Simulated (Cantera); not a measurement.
# Transport properties of process gases

Gas mixture: 100 % C2H6, at 500000 Pa, frozen composition.

Cantera's kinetic-theory transport with the Lennard-Jones parameters of GRI-Mech 3.0, ideal gas; thermal conductivity in the multicomponent form. The composition is frozen, though it would react at the higher temperatures.

```
T (K)  ρ (kg/m³)  cp (J/kg/K)  μ (µPa s)  λ (mW/m/K)     Pr  D (cm²/s) C2H2  D (cm²/s) CH3  D (cm²/s) NO
-----  ---------  -----------  ---------  ----------  -----  --------------  -------------  ------------
400         4.52         2167       12.3        35.5  0.752          0.0405         0.0548        0.0498
600         3.01         2972       17.4        68.8  0.753          0.0850          0.114         0.102
800         2.26         3591       21.8         104  0.753           0.141          0.187         0.167
1000        1.81         4080       25.7         140  0.751           0.208          0.275         0.244
1200        1.51         4449       29.3         174  0.750           0.284          0.374         0.331
1400        1.29         4736       32.6         206  0.748           0.369          0.485         0.429
1600        1.13         4957       35.7         237  0.747           0.463          0.607         0.536
1800        1.00         5127       38.6         265  0.746           0.564          0.739         0.652
2000       0.904         5257       41.4         292  0.745           0.673          0.881         0.777
```
D: mixture-averaged diffusion coefficient of that species in the mixture.
